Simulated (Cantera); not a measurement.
Mixture: H2 : O2 : N2 = 1 : 0.685 : 4.66 (molar parts), at 1.00 bar, adiabatic and at constant pressure. Ignition delay is the time to a rise of 400 K.

Detailed kinetics in Cantera: the H2/O2 subset of GRI-Mech 3.0, which has no nitrogen chemistry. Where the delays flatten at high temperature, the 400 K rule measures the pace of heat release, not the induction time.

Q: What does this change do: O2 0.685 to 1.2 parts?

A: 
```csv
quantity,before,after
delay at 1023 K,0.302 ms,0.217 ms
delay at 1223 K,71.7 µs,51.5 µs
delay at 1423 K,45.0 µs,32.1 µs
delay at 1623 K,44.3 µs,31.5 µs
delay at 1823 K,53.7 µs,38.6 µs
```

Q: What does this change do: pressure from 1.00 bar to 10.0 bar?

A: 
| quantity | before | after |
|---|---|---|
| delay at 1023 K | 0.302 ms | 7.98 ms |
| delay at 1223 K | 71.7 µs | 33.7 µs |
| delay at 1423 K | 45.0 µs | 3.29 µs |
| delay at 1623 K | 44.3 µs | 1.71 µs |
| delay at 1823 K | 53.7 µs | 1.27 µs |
The hydrogen kinetics of GRI-Mech 3.0 are dated; newer H2 mechanisms differ, most at raised pressure.
